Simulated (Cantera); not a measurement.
Equilibrium for sublimation and decomposition of ceramics: TiC + C + H2

Charge: 1 mol TiC, 0.014 mol C, 0.018 mol H2, held at 0.133 bar.

Equilibrium computed with Cantera from the NASA thermochemical tables; the gas is ideal and each condensed phase is pure. Candidate condensed phases: C, C6H6, C7H8, C8H18, Ti, TiC; 77 gas species. TiC: taken at fixed stoichiometry. The numbers say what is thermodynamically allowed, not how fast it happens.

```csv
T (°C),x H2,x H,x C2H2 (acetylene),x C2H,x Ti,x C4H2,x C3,n C(graphite),n TiC(s)
1250,1.000,6.33e-5,1.18e-5,1.62e-12,<1e-12,5.35e-11,<1e-12,0.0140,1.00
1350,1.000,0.000189,3.48e-5,2.51e-11,<1e-12,4.71e-10,<1e-12,0.0140,1.00
1450,0.999,0.000499,9.04e-5,2.81e-10,1.12e-11,3.21e-9,<1e-12,0.0140,1.00
1550,0.999,0.00119,0.000211,2.42e-9,1.33e-10,1.77e-8,1.72e-12,0.0140,1.00
1650,0.997,0.00258,0.000450,1.66e-8,1.21e-9,8.11e-8,2.89e-11,0.0140,1.00
1750,0.994,0.00519,0.000888,9.37e-8,8.88e-9,3.19e-7,3.64e-10,0.0140,1.00
1850,0.989,0.00977,0.00164,4.49e-7,5.38e-8,1.10e-6,3.59e-9,0.0139,1.00
1950,0.980,0.0174,0.00284,1.86e-6,2.76e-7,3.37e-6,2.87e-8,0.0139,1.00
2050,0.966,0.0293,0.00468,6.79e-6,1.23e-6,9.28e-6,1.91e-7,0.0138,1.00
2150,0.945,0.0472,0.00732,2.22e-5,4.82e-6,2.33e-5,1.08e-6,0.0137,1.00
2250,0.916,0.0729,0.0109,6.54e-5,1.69e-5,5.37e-5,5.31e-6,0.0136,1.00
2350,0.876,0.108,0.0155,0.000176,5.40e-5,0.000114,2.30e-5,0.0134,1.000
2450,0.824,0.154,0.0211,0.000436,0.000158,0.000224,8.93e-5,0.0131,1.000
2550,0.759,0.212,0.0273,0.000998,0.000426,0.000410,0.000314,0.0128,1.000
```
x: gas mole fraction; n: condensed amount in mol.

From 1250 °C to 2550 °C the condensed part is C(graphite) + TiC(s).
